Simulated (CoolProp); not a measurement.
Vapour-liquid equilibrium of propylene (1) + benzene (2) at 309.2 K; x and y are mole fractions of (1).

The numbers come from the multi-fluid Helmholtz-energy mixture model, Lemmon 2013 and Thol 2012; pair parameters Bell 2016 in CoolProp.

```tsv
x	bubble pressure (kPa)	y at the bubble point	dew pressure at overall composition x (kPa)	liquid density (mol/L)
0.05	133.4	0.846	21.78	11.12
0.15	335.2	0.940	24.35	11.29
0.25	508.2	0.962	27.60	11.45
0.35	657.5	0.972	31.84	11.60
0.45	788.6	0.978	37.63	11.74
0.55	907.5	0.982	45.97	11.85
0.65	1021	0.986	59.05	11.92
0.75	1137	0.989	82.54	11.94
0.85	1263	0.993	136.9	11.89
0.95	1414	0.997	397.3	11.71
```

No azeotrope shows between x = 0.05 and 0.95.

Pair parameters are fitted to limited data, so mixtures are less certain than the pure fluids. The gap from Raoult's law changes sign with composition, which may be real or a fault of the pair parameters; it wasn't checked against measurements.
